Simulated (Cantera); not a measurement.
A perfectly stirred reactor is fed with NH₃ : H₂ = 1 : 2.2 (molar parts), at 33.0 Torr; it is held at 2348 K, and followed from long to short residence time.

Detailed kinetics in Cantera: the gas-phase N/H chemistry of the illustrative SiF4/NH3 mechanism in the Surface Chemkin manual (1991). Walls and surfaces, which speed up NH3 decomposition in real reactors, are not modelled.

Predict: x(NH₃) at τ = 6.10 s; x(H₂) at τ = 6.10 s; x(NH₂) at τ = 6.10 s; x(N₂H₂) at τ = 6.10 s; x(NH₃) at τ = 0.160 s; x(H₂) at τ = 0.160 s; x(NH₂) at τ = 0.160 s; x(N₂H₂) at τ = 0.160 s.


```json
{
 "x(NH₃) at τ = 6.10 s": "8.34e-5",
 "x(H₂) at τ = 6.10 s": "0.836",
 "x(NH₂) at τ = 6.10 s": "1.50e-5",
 "x(N₂H₂) at τ = 6.10 s": "2.82e-9",
 "x(NH₃) at τ = 0.160 s": "0.0445",
 "x(H₂) at τ = 0.160 s": "0.849",
 "x(NH₂) at τ = 0.160 s": "0.000656",
 "x(N₂H₂) at τ = 0.160 s": "9.31e-7"
}
```
